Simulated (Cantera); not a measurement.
Mixture: CH4 : O2 : N2 = 1 : 1.25 : 4.7 (molar parts), equivalence ratio 1.6, at 1300000 Pa, adiabatic and at constant pressure. Ignition delay is the time to a rise of 400 K.

Cantera simulation using GRI-Mech 3.0 (53 species, 325 reactions); the numbers are that mechanism's predictions, not measurements. The pressure lies above the range GRI-Mech 3.0 was tuned for (to about 10 atm).

Predict: delay at 1200 K; delay at 1275 K; delay at 1350 K; delay at 1425 K; delay at 1500 K; delay at 1575 K; delay at 1650 K; apparent activation energy between 1500 and 1650 K.


- delay at 1200 K = 4.49 ms
- delay at 1275 K = 1.87 ms
- delay at 1350 K = 0.824 ms
- delay at 1425 K = 0.381 ms
- delay at 1500 K = 0.183 ms
- delay at 1575 K = 91.2 µs
- delay at 1650 K = 47.2 µs
- apparent activation energy between 1500 and 1650 K = 190 kJ/mol
